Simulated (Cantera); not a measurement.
Input (Python, Cantera):

```python
import numpy as np
import cantera as ct

gas = ct.Solution("h2o2.yaml")
gas.TPX = 1373, 22000, {'H2': 0.3, 'O2': 1, 'N2': 15}
reactor = ct.IdealGasConstPressureReactor(gas, energy="off", clone=False)
net = ct.ReactorNet([reactor])
net.rtol, net.atol = 1e-08, 1e-18
show = ['H2', 'O2', 'OH', 'H', 'HO2', 'H2O2']
times = np.geomspace(1e-06, 4, 10)

steps = ct.SolutionArray(gas, extra=["t"])
rows = []
print(f"{'t/s':>10s}{'T/K':>9s}{'P/Pa':>11s}" + "".join(f"{s:>11s}" for s in show))
for t in times:
    while net.time < t:
        t_next = net.step()
        steps.append(gas.state, t=t_next)
    rows.append([np.interp(t, steps.t, y) for y in (steps.T, steps.P, *steps(*show).X.T)])
    print(f"{t:10.3e}{rows[-1][0]:9.1f}{rows[-1][1]:11.4g}" + "".join(f"{x:11.3e}" for x in rows[-1][2:]))
rate = np.gradient(steps.T, steps.t)
print("integrator steps:", len(steps.t))
if steps.T.max() > steps.T[0] + 200:
    print(f"time of steepest temperature rise: {steps.t[rate.argmax()]:.4e} s")
gas.TPX = 1373, 22000, {'H2': 0.3, 'O2': 1, 'N2': 15}
gas.equilibrate("TP")
print(f"equilibrium (TP): T = {gas.T:.1f} K  " + "  ".join(f"{s} {gas[s].X[0]:.3e}" for s in show))
```

Result:

```
       t/s      T/K       P/Pa         H2         O2         OH          H        HO2       H2O2
 1.000e-06   1373.0    2.2e+04  1.840e-02  6.135e-02  6.836e-12  2.908e-10  2.976e-10  1.391e-14
 5.415e-06   1373.0    2.2e+04  1.840e-02  6.135e-02  1.701e-10  1.467e-09  1.613e-09  4.010e-13
 2.932e-05   1373.0    2.2e+04  1.840e-02  6.135e-02  3.233e-09  8.806e-09  8.784e-09  1.087e-11
 1.587e-04   1373.0    2.2e+04  1.840e-02  6.135e-02  5.027e-07  1.051e-06  6.862e-08  2.576e-10
 8.595e-04   1373.0    2.2e+04  9.372e-04  5.040e-02  1.365e-03  4.444e-03  2.865e-06  1.700e-07
 4.654e-03   1373.0    2.2e+04  2.706e-04  5.187e-02  7.334e-04  5.831e-04  2.230e-06  1.268e-07
 2.520e-02   1373.0    2.2e+04  1.389e-05  5.255e-02  1.663e-04  6.523e-06  4.325e-07  2.290e-08
 1.364e-01   1373.0    2.2e+04  8.516e-07  5.262e-02  4.205e-05  1.041e-07  3.799e-08  2.433e-09
 7.388e-01   1373.0    2.2e+04  1.134e-07  5.263e-02  1.550e-05  5.239e-09  8.756e-09  3.869e-10
 4.000e+00   1373.0    2.2e+04  5.185e-08  5.263e-02  1.048e-05  1.639e-09  7.543e-09  1.874e-10
integrator steps: 1724
equilibrium (TP): T = 1373.0 K  H2 5.147e-08  O2 5.263e-02  OH 1.044e-05  H 1.622e-09  HO2 7.542e-09  H2O2 1.862e-10
```

Detailed kinetics in Cantera: the H2/O2 subset of GRI-Mech 3.0, which has no nitrogen chemistry.
